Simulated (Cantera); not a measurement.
# Premixed flame

A freely propagating, adiabatic, planar premixed flame of CH₄ : CO : O₂ : N₂ = 1 : 0.28 : 1.78 : 6.71 (molar parts), equivalence ratio 1.2, unburnt at 675 K and 1.00 bar; unity-Lewis-number transport, grid criteria slope 0.08 and curve 0.16, no radiation.

Model: GRI-Mech 3.0 (53 species, 325 reactions), integrated in Cantera. Unity Lewis numbers drop preferential diffusion, which matters most where H2 and H carry the flame. Burning velocities carry a grid error of a few per cent, more on coarse grids.

```csv
z (mm),T (K),u (m/s),x CH₄,x CO,x O₂,x OH,x HCN,x NO
-1.12,676,1.09,0.102,0.0287,0.182,<1e-8,<1e-8,1.38e-8
-0.747,680,1.09,0.102,0.0288,0.182,<1e-8,4.26e-8,1.15e-7
-0.561,696,1.12,0.101,0.0294,0.180,<1e-8,1.69e-7,4.58e-7
-0.374,778,1.25,0.0946,0.0324,0.171,1.40e-7,8.41e-7,2.32e-6
-0.187,1158,1.89,0.0642,0.0468,0.130,1.05e-5,4.15e-6,1.20e-5
-0.0934,1542,2.56,0.0323,0.0623,0.0844,0.000264,7.80e-6,2.30e-5
0,1920,3.24,0.00524,0.0758,0.0366,0.00332,1.17e-5,3.89e-5
0.0934,2055,3.48,0.000178,0.0722,0.0157,0.00855,7.33e-6,5.63e-5
0.187,2092,3.53,3.31e-6,0.0659,0.0109,0.00997,2.61e-6,6.63e-5
0.374,2139,3.60,<1e-8,0.0613,0.00858,0.00989,3.41e-7,7.56e-5
0.747,2199,3.68,<1e-8,0.0592,0.00671,0.00912,1.20e-8,8.76e-5
1.49,2267,3.78,<1e-8,0.0574,0.00467,0.00779,<1e-8,0.000107
2.99,2326,3.86,<1e-8,0.0555,0.00283,0.00615,<1e-8,0.000136
```
x: mole fraction of selected species; z is measured from the peak of heat release.

| Item | Value |
|---|---|
| laminar burning velocity | 108 cm/s |
| thermal thickness | 0.374 mm |
| peak x(OH) | 0.0101 |
| peak x(HCN) | 1.18e-5 |
| grid points | 135 |
